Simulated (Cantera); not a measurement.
Feed: 1 mol LiCl, 0.95 mol H₂, held at 1700 K and 14.0 Pa.

Equilibrium computed with Cantera from the NASA thermochemical tables; the gas is ideal and each condensed phase is pure. Candidate condensed phases: Li, LiCl, LiH; 11 gas species. Kinetics and transport are ignored.

Base state: LiCl 0.500, H₂ 0.474, Li 0.00875, HCl 0.00863, H 0.00858, Cl 0.000121, Li₂Cl₂ 1.22e-5 (mole fractions); condensed: gas only.

What changes in the equilibrium state with this change: temperature from 1700 K to 1548.15 K?


```json
[
 {"species": "LiCl", "before": "0.500", "after": "0.508"},
 {"species": "H₂", "before": "0.474", "after": "0.483"},
 {"species": "Li", "before": "0.00875", "after": "0.00354"},
 {"species": "H", "before": "0.00858", "after": "0.00181"},
 {"species": "Cl", "before": "0.000121", "after": "1.06e-5"},
 {"species": "Li₂Cl₂", "before": "1.22e-5", "after": "4.98e-5"},
 {"species": "HCl", "before": "0.00863", "after": "0.00353"}
]
```

What changes in the equilibrium state with this change: pressure from 14.0 Pa to 1.00 bar?


```tsv
species	before	after
H₂	0.474	0.517
LiCl	0.500	0.420
Li₂Cl₂	1.22e-5	0.0615
Li₃Cl₃	<1e-9	0.000277
Cl	0.000121	1.44e-7
H	0.00858	0.000106
```
